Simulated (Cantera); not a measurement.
A perfectly stirred reactor is fed with C2H6 : N2 = 1 : 56 (molar parts), at 1.60 bar; it is held at 1050 K, and followed from long to short residence time.

Model: GRI-Mech 3.0 (53 species, 325 reactions), integrated in Cantera. GRI-Mech 3.0 stops at C3 and has no aromatics, soot or wall deposition, so with more carbon than oxygen in the feed, carbon stays in small species such as C2H2 where larger ones or solid carbon would form.

x: mole fraction; the columns are a selection and need not sum to one.

```csv
τ (s),x C2H6,x C2H,x CH3,x C2H4,x CH4,x C2H2
2.9,0.00388,<1e-12,1.02e-7,0.0119,?,0.00110
1.3,0.00606,<1e-12,1.33e-7,0.0103,?,0.000673
0.61,0.00884,<1e-12,1.76e-7,0.00800,?,0.000351
0.28,0.0120,<1e-12,2.28e-7,0.00523,?,0.000143
0.13,0.0144,<1e-12,2.70e-7,0.00294,?,4.62e-5
0.058,0.0161,<1e-12,2.92e-7,0.00141,?,1.12e-5
0.026,0.0169,<1e-12,2.85e-7,0.000621,?,2.26e-6
0.012,0.0173,<1e-12,2.47e-7,0.000255,?,3.89e-7
0.0055,0.0175,<1e-12,1.82e-7,8.79e-5,?,4.62e-8
0.0025,0.0175,<1e-12,1.21e-7,2.29e-5,?,3.15e-9
```

### Question
Fill in the missing entries.

### Answer

- 2.9, x CH4: 0.000883
- 1.3, x CH4: 0.000598
- 0.61, x CH4: 0.000378
- 0.28, x CH4: 0.000208
- 0.13, x CH4: 0.000103
- 0.058, x CH4: 4.52e-5
- 0.026, x CH4: 1.87e-5
- 0.012, x CH4: 7.27e-6
- 0.0055, x CH4: 2.41e-6
- 0.0025, x CH4: 7.24e-7
